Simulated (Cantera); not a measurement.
# Adiabatic ignition

An adiabatic, constant-pressure homogeneous reactor starts with C3H8 : O2 : N2 : H2O = 1 : 5 : 18.8 : 3.6 (molar parts), equivalence ratio 1.0, at 1498 K and 101000 Pa.

Model: GRI-Mech 3.0 (53 species, 325 reactions), integrated in Cantera. GRI-Mech 3.0 was tuned for natural gas; its chemistry of propane as a main component is partial and can be far from experiment.

```
t (s)     T (K)   x C3H8    x O2  x H2O     x CH4      x NO
--------  -----  -------  ------  -----  --------  --------
2.00e-6    1496   0.0349   0.176  0.127   3.93e-6    <1e-12
6.93e-6    1491   0.0338   0.175  0.127   6.09e-5  1.15e-12
2.40e-5    1486   0.0288   0.173  0.128  0.000622  2.38e-11
8.32e-5    1653  0.00169   0.132  0.151   0.00434   1.29e-8
0.000288   2571   <1e-12  0.0233  0.212    <1e-12  0.000251
0.001000   2646   <1e-12  0.0203  0.219    <1e-12   0.00140
0.00346    2641   <1e-12  0.0191  0.219    <1e-12   0.00444
0.0120     2637   <1e-12  0.0181  0.219    <1e-12   0.00728
0.0416     2637   <1e-12  0.0180  0.219    <1e-12   0.00747
0.144      2637   <1e-12  0.0180  0.219    <1e-12   0.00747
0.500      2637   <1e-12  0.0180  0.219    <1e-12   0.00747
1.73       2637   <1e-12  0.0180  0.219    <1e-12   0.00747
6.00       2637   <1e-12  0.0180  0.219    <1e-12   0.00747
```
x: mole fraction; the columns are a selection and need not sum to one.

```
Property                                                           Value
---------------------------------  -------------------------------------
time of steepest temperature rise                                91.4 µs
temperature at 6.00 s                                             2637 K
equilibrium temperature                                           2637 K
x(C3H8) at 6.00 s                  <1e-12 (gas-phase equilibrium <1e-12)
x(O2) at 6.00 s                    0.0180 (gas-phase equilibrium 0.0180)
x(H2O) at 6.00 s                     0.219 (gas-phase equilibrium 0.219)
```
